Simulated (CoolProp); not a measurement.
Vapour-liquid equilibrium of hydrogen sulfide (1) + n-butane (2) at 0.874 bar; x and y are mole fractions of (1).

The numbers come from the multi-fluid Helmholtz-energy mixture model, Lemmon 2006 and Bücker 2006; pair parameters Kunz 2012 in CoolProp.

| x | bubble temperature (°C) | y at the bubble point | dew temperature at overall composition x (°C) | liquid density (mol/L) |
|---|---|---|---|---|
| 0.05 | -26.0 | 0.619 | -5.6 | 11.05 |
| 0.2 | -50.6 | 0.909 | [?] | 12.52 |
| 0.35 | [?] | 0.945 | -14.6 | 14.10 |
| 0.5 | -59.2 | 0.955 | [?] | [?] |
| 0.65 | -60.2 | 0.961 | [?] | 18.73 |
| 0.8 | -61.1 | 0.968 | -38.1 | 22.13 |
| 0.95 | -62.5 | 0.987 | -58.1 | 26.40 |

Fill in the missing entries.


- 0.2, dew temperature at overall composition x (°C): -9.8
- 0.35, bubble temperature (°C): -57.0
- 0.5, dew temperature at overall composition x (°C): -20.4
- 0.5, liquid density (mol/L): 16.10
- 0.65, dew temperature at overall composition x (°C): -27.7

No azeotrope shows between x = 0.05 and 0.95.

Pair parameters are fitted to limited data, so mixtures are less certain than the pure fluids. With so large a gap from Raoult's law the liquid may split in two, which this calculation doesn't test in full.
